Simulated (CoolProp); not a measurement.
Vapour-liquid equilibrium of dimethyl ether (1) + chloromethane (R40) (2) at 351.6 K; x and y are mole fractions of (1).

The numbers come from the multi-fluid Helmholtz-energy mixture model, Wu 2011 and Thol 2014; pair parameters Bell 2016 in CoolProp.

```tsv
x	bubble pressure, mixture model (MPa)	bubble pressure, Raoult's law (MPa)	y, mixture model	y, Raoult's law
0.05	2.116	2.132	0.046	0.051
0.125	2.096	2.134	0.117	0.126
0.2	2.081	2.136	0.190	0.202
0.275	2.068	2.139	0.266	0.278
0.35	2.060	2.141	0.344	0.353
0.425	2.055	2.143	0.422	0.428
0.5	2.055	2.145	0.502	0.503
0.575	2.059	2.147	0.581	0.578
0.65	2.067	2.149	0.660	0.653
0.725	2.079	2.152	0.737	0.728
0.8	2.096	2.154	0.812	0.802
0.875	2.116	2.156	0.885	0.876
0.95	2.141	2.158	0.955	0.951
```

The largest gap from Raoult's law is -4.2 % in bubble pressure, at x = 0.5. y crosses x between x = 0.425 and 0.5: the model has an azeotrope there.

Pair parameters are fitted to limited data, so mixtures are less certain than the pure fluids.
